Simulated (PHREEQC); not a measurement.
Synthetic water in mg/L, 25 °C, pH 3.75, pe 10.4:

```tsv
constituent	mg/L
Na	95.3
K	0.0623
Ca	37.9
Mg	15
Cl	69.4
S(6) as SO4	422
Sr	0.324
Zn	0.136
Cu(2)	0.318
Fe(3)	73.5
```

Valence states are taken as typed.

Equilibrium calculation in PHREEQC: ion-association model, wateq4f.dat.

**Question.** The ionic strength comes out as 0.0145 mol/kgw. What activity coefficients do NaSO4-, Fe3(OH)4+5, K+, Zn+2, Ca+2 get?

**Answer.** NaSO4- 0.89, Fe3(OH)4+5 0.048, K+ 0.88, Zn+2 0.63, Ca+2 0.63.

No solid was allowed to form. Examples of supersaturated solids here: Jarosite-K, Jarosite-Na. Others may be too.
